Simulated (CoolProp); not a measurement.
Ammonia at 298.15 K and 4.03 MPa flows at 16 m/s in a round tube of 2 mm bore and 0.25 µm roughness, fully developed (64/Re and Nu = 3.66 if laminar; Colebrook and Gnielinski if turbulent). Each further row changes one setting.

The numbers come from the reference Helmholtz-energy equation of state, Gao 2020 in CoolProp.

```
case             Reynolds number  Darcy friction factor  pressure drop (Pa/m)  heat-transfer coefficient (W/(m² K))  mass flow (kg/h)
---------------  ---------------  ---------------------  --------------------  ------------------------------------  ----------------
as stated                 144000                 0.0175                678000                                 89700               110
velocity 32 m/s           289000                 0.0157               2440000                                163000               219
diameter 4 mm             289000                 0.0152                294000                                 78700               439
```

Viscosity comes from a separate model (Fenghour 1995). Thermal conductivity comes from a separate model (Tufeu 1984).
